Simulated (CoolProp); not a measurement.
Computed with CoolProp (reference Helmholtz-energy equation of state, Thol 2017).

Question: Give the vapour pressure (bar), liquid density (kg/m³), surface tension (mN/m) of saturated octamethyltrisiloxane (MDM) at 49.05, 176.05, 218.45 °C.

Answer: 
| T (°C) | p (bar) | liquid density (kg/m³) | surface tension (mN/m) |
|---|---|---|---|
| 49.05 | 0.0208 | 791 | 14.4 |
| 176.05 | 1.80 | 644 | 4.85 |
| 218.45 | 4.32 | 580 | 2.47 |

Surface tension comes from a separate correlation (Mulero 2014), older than this fluid's equation and unchecked against measurements.
